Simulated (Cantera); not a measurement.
Ignition delay

Mixture: CH4 : O2 : N2 = 1 : 1 : 3.7 (molar parts), equivalence ratio 2.0, at 1300000 Pa, adiabatic and at constant volume. Ignition delay is the time to a rise of 400 K.

Detailed kinetics in Cantera: GRI-Mech 3.0 (53 species, 325 reactions). The pressure lies above the range GRI-Mech 3.0 was tuned for (to about 10 atm).

```json
[
 {"T0 (K)": "1050", "delay (ms)": "36.0"},
 {"T0 (K)": "1150", "delay (ms)": "8.91"},
 {"T0 (K)": "1250", "delay (ms)": "2.60"},
 {"T0 (K)": "1350", "delay (ms)": "0.845"},
 {"T0 (K)": "1450", "delay (ms)": "0.300"},
 {"T0 (K)": "1550", "delay (ms)": "0.114"},
 {"T0 (K)": "1650", "delay (ms)": "0.0461"},
 {"T0 (K)": "1750", "delay (ms)": "0.0201"},
 {"T0 (K)": "1850", "delay (ms)": "0.00957"}
]
```

```yaml
apparent activation energy between 1650 and 1850 K: 200 kJ/mol
```
